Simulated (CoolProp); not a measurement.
R21 at 298.15 K and 3.97 MPa is throttled through a valve to 0.74 MPa with no heat exchange. Each further row changes one setting.

The numbers come from the reference Helmholtz-energy equation of state, Platzer 1990 in CoolProp. This equation is an older, rougher fit; its heat capacities, sound speeds and derivatives of the liquid may be far off and weren't checked against measurements.

```
case                       temperature change (K)  final density (kg/m³)
-------------------------  ----------------------  ---------------------
as stated                                    +1.1                   1370
outlet pressure 0.222 MPa                    +1.3                   1360
outlet pressure 0.962 MPa                    +1.0                   1370
```
